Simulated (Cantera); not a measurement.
Source: NASA polynomial tables (part measured, part estimated), evaluated in Cantera. Values are per mole of reaction as written; species without (g) are pure solids or liquids, kept so even where they would boil at 1 bar.

Q: Between 2225 and 2900 K, where is each reaction favourable under standard conditions?
- 2 Ta + 5 H₂O(g) = 5 H₂(g) + Ta₂O₅

A: 
- 2 Ta + 5 H₂O(g) = 5 H₂(g) + Ta₂O₅: ΔG° is -512 kJ at 2225 K and -496 kJ at 2900 K; it stays negative (K > 1). ΔH° is -536 kJ and ΔS° -14 J/K at 2900 K.
